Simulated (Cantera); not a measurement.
An adiabatic, constant-pressure homogeneous reactor starts with CH₄ : C₂H₆ : O₂ : N₂ = 1 : 0.043 : 3.77 : 18.5 (molar parts), equivalence ratio 0.57, at 1200 K and 0.690 bar. Integrator tolerance rtol = 1e-08.

Cantera simulation using GRI-Mech 3.0 (53 species, 325 reactions); the numbers are that mechanism's predictions, not measurements.

What does this change do: 1.2 parts H2 added?


```
quantity                                                            before                                    after
---------------------------------  ---------------------------------------  ---------------------------------------
time of steepest temperature rise                                  19.6 ms                                 0.969 ms
temperature at 7.00 s                                               2142 K                                   2351 K
equilibrium temperature                                             2142 K                                   2351 K
x(CH₄) at 7.00 s                     <1e-12 (gas-phase equilibrium <1e-12)    <1e-12 (gas-phase equilibrium <1e-12)
x(C₂H₆) at 7.00 s                    <1e-12 (gas-phase equilibrium <1e-12)    <1e-12 (gas-phase equilibrium <1e-12)
x(O₂) at 7.00 s                      0.0658 (gas-phase equilibrium 0.0658)    0.0393 (gas-phase equilibrium 0.0393)
x(C₂H₄) at 7.00 s                    <1e-12 (gas-phase equilibrium <1e-12)    <1e-12 (gas-phase equilibrium <1e-12)
x(HO₂) at 7.00 s                   1.74e-6 (gas-phase equilibrium 1.74e-6)  2.82e-6 (gas-phase equilibrium 2.82e-6)
```
